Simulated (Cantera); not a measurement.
# HgO + O₂ + H₂ (iron carbonyl, mercury and lead vapours)

Feed: 1 mol HgO, 2 mol O₂, 0.17 mol H₂, at 7.20 bar.

Equilibrium computed with Cantera from the NASA thermochemical tables; the gas is ideal and each condensed phase is pure. Candidate condensed phases: H₂O, Hg, HgO; 10 gas species. Kinetics and transport are ignored.

From 523 K to 773 K the condensed part is HgO(s). From 823 K to 1023 K nothing is condensed. The main Hg-bearing gas is Hg throughout.

```json
[
 {"T (K)": "523", "x O₂": "0.918", "x Hg": "1.93e-6", "x H₂O": "0.0815", "x OH": "<1e-12", "x HO₂": "<1e-12", "n HgO(s)": "1.000"},
 {"T (K)": "573", "x O₂": "0.918", "x Hg": "3.82e-5", "x H₂O": "0.0815", "x OH": "<1e-12", "x HO₂": "<1e-12", "n HgO(s)": "1.000"},
 {"T (K)": "623", "x O₂": "0.918", "x Hg": "0.000464", "x H₂O": "0.0815", "x OH": "<1e-12", "x HO₂": "<1e-12", "n HgO(s)": "0.999"},
 {"T (K)": "673", "x O₂": "0.915", "x Hg": "0.00384", "x H₂O": "0.0811", "x OH": "6.99e-12", "x HO₂": "1.76e-12", "n HgO(s)": "0.992"},
 {"T (K)": "723", "x O₂": "0.898", "x Hg": "0.0236", "x H₂O": "0.0786", "x OH": "5.07e-11", "x HO₂": "8.83e-12", "n HgO(s)": "0.949"},
 {"T (K)": "773", "x O₂": "0.814", "x Hg": "0.118", "x H₂O": "0.0670", "x OH": "2.61e-10", "x HO₂": "3.17e-11", "n HgO(s)": "0.700"},
 {"T (K)": "823", "x O₂": "0.674", "x Hg": "0.279", "x H₂O": "0.0474", "x OH": "9.70e-10", "x HO₂": "8.11e-11", "n HgO(s)": "0"},
 {"T (K)": "873", "x O₂": "0.674", "x Hg": "0.279", "x H₂O": "0.0474", "x OH": "3.77e-9", "x HO₂": "2.47e-10", "n HgO(s)": "0"},
 {"T (K)": "923", "x O₂": "0.674", "x Hg": "0.279", "x H₂O": "0.0474", "x OH": "1.27e-8", "x HO₂": "6.65e-10", "n HgO(s)": "0"},
 {"T (K)": "973", "x O₂": "0.674", "x Hg": "0.279", "x H₂O": "0.0474", "x OH": "3.76e-8", "x HO₂": "1.62e-9", "n HgO(s)": "0"},
 {"T (K)": "1023", "x O₂": "0.674", "x Hg": "0.279", "x H₂O": "0.0474", "x OH": "1.00e-7", "x HO₂": "3.62e-9", "n HgO(s)": "0"}
]
```
x: gas mole fraction; n: condensed amount in mol.
